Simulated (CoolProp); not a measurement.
n-pentane at 467.02 K and 0.978 MPa is throttled through a valve to 0.0855 MPa with no heat exchange. Each further row changes one setting.

Values from CoolProp's reference Helmholtz-energy equation of state, Thol 2019.

| case | temperature change (K) | final density (kg/m³) |
|---|---|---|
| as stated | -7.9 | [?] |
| outlet pressure 0.0257 MPa | [?] | [?] |
| outlet pressure 0.111 MPa | [?] | [?] |

Q: Complete the blanks.

A: 
- as stated, final density (kg/m³): 1.63
- outlet pressure 0.0257 MPa, temperature change (K): -8.4
- outlet pressure 0.0257 MPa, final density (kg/m³): 0.488
- outlet pressure 0.111 MPa, temperature change (K): -7.6
- outlet pressure 0.111 MPa, final density (kg/m³): 2.12
